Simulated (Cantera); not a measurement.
Input: 1 mol SiHCl3, 14 mol H2, equilibrated at 900 K and 500 Pa.

Cantera equilibrium calculation (NASA polynomials, part measured and part estimated; ideal gas, pure solids and liquids). Candidate condensed phases: Si; 19 gas species. The tables' values for SiCl3 are old estimates; treat these amounts as uncertain. Kinetics and transport are ignored.

Task: What is the equilibrium state?

Result: 
- x(H2) = 0.938
- x(SiCl4) = 0.0394
- x(HCl) = 0.0136
- x(SiHCl3) = 0.00773
- x(SiCl3) = 0.000469
- x(SiCl2) = 0.000267
- x(SiH2Cl2) = 0.000144
- n(Si(s)) = 0.267 mol
- gas amount = 15.28 mol
